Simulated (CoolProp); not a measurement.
Vapour-liquid equilibrium of CHF3 (R23) (1) + propylene (2) at 270 kPa; x and y are mole fractions of (1).

Model: multi-fluid Helmholtz-energy mixture model, Penoncello 2003 and Lemmon 2013; pair parameters Bell 2016, in CoolProp.

Question: Give the bubble temperature and the first vapour's composition at x = 0.05, 0.35, 0.5. Is there an azeotrope?

Answer: x = 0.05: -35.0 °C, y = 0.368; x = 0.35: -57.4 °C, y = 0.809; x = 0.5: -59.7 °C, y = 0.845. No azeotrope shows between x = 0.05 and 0.95.

The pair parameters rest on a limited set of measurements; away from them the model extrapolates. With so large a gap from Raoult's law the liquid may split in two, which this calculation doesn't test in full.
